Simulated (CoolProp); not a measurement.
Vapour-liquid equilibrium of toluene (1) + n-decane (2) at 433 kPa; x and y are mole fractions of (1).

Values from CoolProp's multi-fluid Helmholtz-energy mixture model, Lemmon 2006 and Lemmon 2006; pair parameters Bell 2016.

```csv
x,bubble temperature (K),y at the bubble point,dew temperature at overall composition x (K),liquid density (mol/L)
0.05,509.4,0.123,512.6,3.890
0.2,493.8,0.430,505.8,4.317
0.35,480.2,0.640,498.3,4.786
0.5,469.0,0.776,489.6,5.306
0.65,460.1,0.867,479.4,5.896
0.8,452.6,0.933,466.8,6.586
0.95,446.2,0.985,450.6,7.417
```

No azeotrope shows between x = 0.05 and 0.95.

Pair parameters are fitted to limited data, so mixtures are less certain than the pure fluids.
